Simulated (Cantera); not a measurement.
A closed system holds: 1 mol SiC, 0.014 mol N2O, 3.1 mol H2, held at 1523.15 K and 15.0 Pa.

Cantera equilibrium calculation (NASA polynomials, part measured and part estimated; ideal gas, pure solids and liquids). Candidate condensed phases: C, C6H6, C7H8, C8H18, H2O, Si, SiC, SiO2, Si2N2O, Si3N4; 151 gas species. Equilibrium is a limit: real reactors are often held back by kinetics, nucleation or transport.

Base state: H2 0.989, N2 0.00447, CO 0.00224, SiO 0.00223, H 0.00188, Si 2.06e-5 (mole fractions); condensed: SiC(s).

What changes in the equilibrium state with this change: SiC replaced by Si3N4?


| species | before | after |
|---|---|---|
| H2 | 0.989 | 0.603 |
| N2 | 0.00447 | 0.392 |
| SiO | 0.00223 | 0.00273 |
| CO | 0.00224 | 0 |
| Si | 2.06e-5 | 0.000121 |
| H | 0.00188 | 0.00147 |
| SiC(s), mol | 0.993 | 0 |
| Si(s), mol | 0 | 2.99 |
